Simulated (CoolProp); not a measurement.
Carbonyl sulfide at 293.15 K and 0.933 MPa is compressed adiabatically to 2.42 MPa with isentropic efficiency 0.75. Each further row changes one setting.

The numbers come from the reference Helmholtz-energy equation of state, Lemmon 2006 in CoolProp. It is a short technical equation, of lower accuracy than the large ones.

| case | work (kJ/kg) | final temperature (K) | final density (kg/m³) |
|---|---|---|---|
| as stated | … | … | … |
| efficiency 1 | … | … | … |
| efficiency 0.65 | 56.5 | 382.1 | … |

Task: Fill in the missing entries.

Result: 
- as stated, work (kJ/kg): 49.0
- as stated, final temperature (K): 373.8
- as stated, final density (kg/m³): 55.0
- efficiency 1, work (kJ/kg): 36.7
- efficiency 1, final temperature (K): 360.7
- efficiency 1, final density (kg/m³): 58.4
- efficiency 0.65, final density (kg/m³): 53.0
